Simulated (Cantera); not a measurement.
Input (Python, Cantera) and output of one run.

```python
import numpy as np
import cantera as ct

gas_names = """
    CL CLO CL2 H HCL HOCL HO2 H2 H2O H2O2 Mg MgCL MgCL2 MgH MgO MgOH MgO2H2 Mg2 O OH O2 O3
""".split()
cond_names = """
    H2O(s) H2O(L) Mg(cr) Mg(L) MgCL2(s) MgCL2(L) MgO(s) MgO(L) MgO2H2(s)
""".split()


# ... load() reads the species with a 1 bar reference pressure and builds the phases ...
atoms = {
    'MgCl2': {'Mg': 1, 'CL': 2},
    'H2O': {'H': 2, 'O': 1},
    'H2': {'H': 2},
}
top_T = {}  # K; cautious upper limits of use, not melting points


# ... equilibrate(T, P, feed) seeds the gas with the atoms and calls Mixture.equilibrate('TP', solver="vcs", rtol=1e-11, max_steps=5000) ...
results = []
feed = {'MgCl2': 1, 'H2O': 5.8, 'H2': 25}  # mol
P = 1.3  # Pa
for T in [1498, 1523, 1548, 1573, 1598, 1623, 1648, 1673, 1698, 1723, 1748, 1773, 1798, 1823]:
    mix = equilibrate(T, P, feed)
    results.append((T, P, feed, dict(zip(mix.species_names, mix.species_moles))))

top = {s: max(r[3][s] / sum(r[3][g] for g in gas_names) for r in results) for s in gas_names}
cols = sorted((s for s in top if top[s] > 1e-05), key=lambda s: -top[s])[:6]
seen = [c for c in cond_names if any(r[3].get(c, 0) > 1e-12 for r in results)]
print("log10 of partial pressures in bar; condensed amounts in mol")
print(f"{'T/K':>10s}" + "".join(f"{s[:9]:>10s}" for s in cols + seen))
for T, P, feed, n in results:
    ng = sum(n[g] for g in gas_names)
    print(f"{T:10.4g}" + "".join(f"{np.log10(max(n[s] / ng * P / 1e5, 1e-99)):10.3f}" for s in cols)
          + "".join(f"{n.get(c, 0):10.4g}" for c in seen))
```

Output:

```
log10 of partial pressures in bar; condensed amounts in mol
       T/K        H2       H2O         H       HCL        Mg        CL    MgO(s)
      1498    -4.993    -5.707    -7.261    -6.092    -8.307    -8.454    0.9833
      1523    -4.994    -5.706    -7.133    -6.094    -8.031    -8.329    0.9716
      1548    -4.996    -5.705    -7.009    -6.096    -7.766    -8.207    0.9512
      1573    -4.998    -5.703    -6.890    -6.099    -7.511    -8.090    0.9161
      1598    -5.001    -5.700    -6.774    -6.102    -7.268    -7.977     0.857
      1623    -5.006    -5.694    -6.663    -6.106    -7.036    -7.868      0.76
      1648    -5.013    -5.684    -6.557    -6.112    -6.818    -7.762    0.6059
      1673    -5.023    -5.669    -6.455    -6.120    -6.614    -7.659    0.3703
      1698    -5.038    -5.649    -6.359    -6.130    -6.428    -7.561   0.02514
      1723    -5.043    -5.650    -6.261    -6.135    -6.417    -7.464         0
      1748    -5.049    -5.653    -6.166    -6.142    -6.419    -7.371         0
      1773    -5.056    -5.657    -6.074    -6.150    -6.421    -7.282         0
      1798    -5.064    -5.661    -5.985    -6.160    -6.424    -7.197         0
      1823    -5.074    -5.667    -5.900    -6.172    -6.427    -7.116         0
```

These are equilibrium values from Cantera (NASA tables, ideal gas, pure condensed phases), not measurements of a reactor.
